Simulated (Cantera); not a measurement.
An isothermal, constant-pressure homogeneous reactor starts with 34.5 % CH₄, 65.5 % N₂, at 1548 K and 0.000651 atm.

Cantera simulation using GRI-Mech 3.0 (53 species, 325 reactions); the numbers are that mechanism's predictions, not measurements. GRI-Mech 3.0 stops at C3 and has no aromatics, soot or wall deposition, so with more carbon than oxygen in the feed, carbon stays in small species such as C2H2 where larger ones or solid carbon would form. Radical loss at walls, strong at low pressure, is not modelled.

x: mole fraction; the columns are a selection and need not sum to one.

```json
[
 {"t (s)": "2.00e-6", "x CH₄": "0.345", "x CH₂": "<1e-12", "x C₂H": "<1e-12", "x H": "6.35e-10", "x C₂H₄": "<1e-12", "x HCN": "<1e-12"},
 {"t (s)": "1.17e-5", "x CH₄": "0.345", "x CH₂": "<1e-12", "x C₂H": "<1e-12", "x H": "3.61e-9", "x C₂H₄": "<1e-12", "x HCN": "<1e-12"},
 {"t (s)": "6.79e-5", "x CH₄": "0.345", "x CH₂": "<1e-12", "x C₂H": "<1e-12", "x H": "…", "x C₂H₄": "<1e-12", "x HCN": "<1e-12"},
 {"t (s)": "0.000395", "x CH₄": "0.345", "x CH₂": "<1e-12", "x C₂H": "<1e-12", "x H": "5.45e-8", "x C₂H₄": "<1e-12", "x HCN": "<1e-12"},
 {"t (s)": "0.00230", "x CH₄": "0.345", "x CH₂": "<1e-12", "x C₂H": "<1e-12", "x H": "6.31e-8", "x C₂H₄": "1.29e-12", "x HCN": "<1e-12"},
 {"t (s)": "0.0134", "x CH₄": "0.345", "x CH₂": "1.01e-11", "x C₂H": "<1e-12", "x H": "6.31e-8", "x C₂H₄": "6.00e-10", "x HCN": "<1e-12"},
 {"t (s)": "0.0782", "x CH₄": "0.345", "x CH₂": "3.16e-10", "x C₂H": "<1e-12", "x H": "6.55e-8", "x C₂H₄": "1.43e-7", "x HCN": "<1e-12"},
 {"t (s)": "0.455", "x CH₄": "0.344", "x CH₂": "…", "x C₂H": "<1e-12", "x H": "…", "x C₂H₄": "…", "x HCN": "<1e-12"},
 {"t (s)": "2.65", "x CH₄": "0.330", "x CH₂": "2.73e-7", "x C₂H": "1.32e-9", "x H": "5.74e-6", "x C₂H₄": "0.00430", "x HCN": "1.33e-10"},
 {"t (s)": "15.4", "x CH₄": "0.110", "x CH₂": "4.36e-7", "x C₂H": "1.15e-7", "x H": "0.000141", "x C₂H₄": "0.00209", "x HCN": "9.44e-8"},
 {"t (s)": "90.0", "x CH₄": "0.0154", "x CH₂": "1.69e-7", "x C₂H": "2.50e-7", "x H": "0.000299", "x C₂H₄": "5.55e-5", "x HCN": "6.50e-7"}
]
```

Question: Fill in the missing entries.

Answer: 
- 6.79e-5, x H: 1.83e-8
- 0.455, x CH₂: 1.02e-8
- 0.455, x H: 1.48e-7
- 0.455, x C₂H₄: 2.85e-5
